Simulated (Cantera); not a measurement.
A Cantera script and what it prints.

```python
import numpy as np
import cantera as ct

gas_names = """
    F FO FO2 F2 F2O N NF NF2 NF3 NO NO2 NO3 N2 N2O O O2 O3 Si SiF SiF2 SiF3 SiF4 SiN SiO SiO2 Si2 Si2N
    Si3
""".split()
cond_names = """
    Si(cr) Si(L) SiO2(Lqz) SiO2(hqz) SiO2(L) Si2N2O(s) Si3N4(a)
""".split()


def load(file, names, dense=False):
    # The tables refer to 1 bar. Condensed volumes are neglected.
    table = {s.name: s for s in ct.Species.list_from_file(file)}
    out = []
    for n in names:
        d = dict(table[n].input_data)
        d["thermo"] = dict(d["thermo"], **{"reference-pressure": 1e5})
        if dense:
            d["equation-of-state"] = {"model": "constant-volume", "density": "1e6 g/cm^3"}
        out.append(ct.Species.from_dict(d))
    return out


gas = ct.Solution(thermo="ideal-gas", species=load("nasa_gas.yaml", gas_names))
cond = {s.name: ct.Solution(thermo="fixed-stoichiometry", species=[s], name=s.name)
        for s in load("nasa_condensed.yaml", cond_names, dense=True)}
atoms = {
    'SiF4': {'Si': 1, 'F': 4},
    'O2': {'O': 2},
    'N2': {'N': 2},
}
top_T = {'Si2N2O(s)': 2100, 'Si3N4(a)': 2400}  # K; cautious upper limits of use, not melting points


def equilibrate(T, P, feed):
    n = {}
    for name, mol in feed.items():
        for a, k in atoms[name].items():
            n[a] = n.get(a, 0.0) + k * mol
    gas.TPX = T, P, n
    mass = sum(n.values()) * gas.mean_molecular_weight
    gas.equilibrate("TP")
    valid = [c for c in cond.values() if c.min_temp <= T <= top_T.get(c.name, c.max_temp)]
    mix = ct.Mixture([(gas, mass / gas.mean_molecular_weight)] + [(c, 0.0) for c in valid])
    mix.T, mix.P = T, P
    mix.equilibrate("TP", solver="vcs", rtol=1e-11, max_steps=5000)
    return mix


results = []
T = 873  # K
P = 23  # Pa
for m in [6.8, 9.1, 12, 16, 22, 29, 39, 51, 69]:
    feed = {'SiF4': 1, 'O2': 0.37, 'N2': m}  # mol
    mix = equilibrate(T, P, feed)
    results.append((T, P, feed, dict(zip(mix.species_names, mix.species_moles))))

top = {s: max(r[3][s] / sum(r[3][g] for g in gas_names) for r in results) for s in gas_names}
cols = sorted((s for s in top if top[s] > 1e-06), key=lambda s: -top[s])[:8]
seen = [c for c in cond_names if any(r[3].get(c, 0) > 1e-12 for r in results)]
print("log10 of partial pressures in bar; condensed amounts in mol")
print(f"{'n(N2)':>10s}" + "".join(f"{s[:9]:>10s}" for s in cols + seen))
for T, P, feed, n in results:
    ng = sum(n[g] for g in gas_names)
    print(f"{feed['N2']:10.4g}" + "".join(f"{np.log10(max(n[s] / ng * P / 1e5, 1e-99)):10.3f}" for s in cols)
          + "".join(f"{n.get(c, 0):10.4g}" for c in seen))
```

It prints:

```
log10 of partial pressures in bar; condensed amounts in mol
     n(N2)        N2      SiF4        O2        NO SiO2(hqz)
       6.8    -3.718    -4.550    -4.982    -9.159 7.979e-12
       9.1    -3.699    -4.658    -5.090    -9.203 9.033e-12
        12    -3.685    -4.764    -5.196    -9.249         0
        16    -3.674    -4.878    -5.310    -9.301         0
        22    -3.665    -5.007    -5.439    -9.360 1.349e-11
        29    -3.658    -5.121    -5.553    -9.414 1.538e-11
        39    -3.653    -5.244    -5.676    -9.473 1.774e-11
        51    -3.650    -5.357    -5.789    -9.528  2.02e-11
        69    -3.647    -5.486    -5.918    -9.591 2.342e-11
```

These are equilibrium values from Cantera (NASA tables, ideal gas, pure condensed phases), not measurements of a reactor.
